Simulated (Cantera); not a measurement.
A freely propagating, adiabatic, planar premixed flame of 8.20 % CH4, 19.3 % O2, 72.5 % N2, unburnt at 325 K and 66000 Pa; mixture-averaged transport, grid criteria slope 0.08 and curve 0.16, no radiation.

Model: GRI-Mech 3.0 (53 species, 325 reactions), integrated in Cantera. Burning velocities carry a grid error of a few per cent, more on coarse grids.

Problem. Predict: laminar burning velocity; thermal thickness; peak x(C2H); peak x(O); peak x(CH2O); peak x(H2).

Solution. 
```
Property                      Value
------------------------  ---------
laminar burning velocity  41.4 cm/s
thermal thickness          0.653 mm
peak x(C2H)                 3.05e-8
peak x(O)                   0.00404
peak x(CH2O)               0.000809
peak x(H2)                   0.0130
```
